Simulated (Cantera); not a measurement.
Feed: 1 mol Si2Cl6, 3.6 mol NH3, 2.8 mol H2, at 100 Torr.

Cantera equilibrium calculation (NASA polynomials, part measured and part estimated; ideal gas, pure solids and liquids). Candidate condensed phases: NH4Cl, Si, Si3N4; 28 gas species. The feed counts by its element totals alone. The tables' values for SiCl3, SiCl, SiN are old estimates; treat these amounts as uncertain. Gases not in the tables: Si2H6 and higher silanes. Equilibrium is a limit: real reactors are often held back by kinetics, nucleation or transport.

log p: log10 of the partial pressure in bar; n: condensed amount in mol.

```tsv
T (°C)	log p H2	log p HCl	log p SiCl2	log p N2	log p SiCl4	log p SiCl3	n Si3N4(s)	n Si(l)
1127	-1.16	-1.29	-3.08	-2.05	-2.48	-3.10	0.515	0
1202	-1.17	-1.31	-2.63	-2.02	-2.62	-2.89	0.481	0
1277	-1.16	-1.34	-2.29	-1.97	-2.85	-2.79	(withheld)	0
1352	-1.16	-1.40	-2.05	-1.90	-3.18	-2.80	(withheld)	0
1427	-1.15	-1.48	-1.90	-1.84	-3.59	-2.89	(withheld)	0
1502	-1.14	-1.57	-1.79	-1.78	-4.05	-3.03	(withheld)	0
1577	-1.14	-1.66	-1.73	-1.73	-4.52	-3.21	0	0.0964
1652	-1.14	-1.64	-1.73	-1.73	-4.81	-3.32	0	0.129
1727	-1.14	-1.63	-1.74	-1.73	-5.07	-3.43	0	0.158
```

Problem. Fill in the missing entries.

Solution. 
- 1277, n Si3N4(s): 0.416
- 1352, n Si3N4(s): 0.323
- 1427, n Si3N4(s): 0.218
- 1502, n Si3N4(s): 0.116
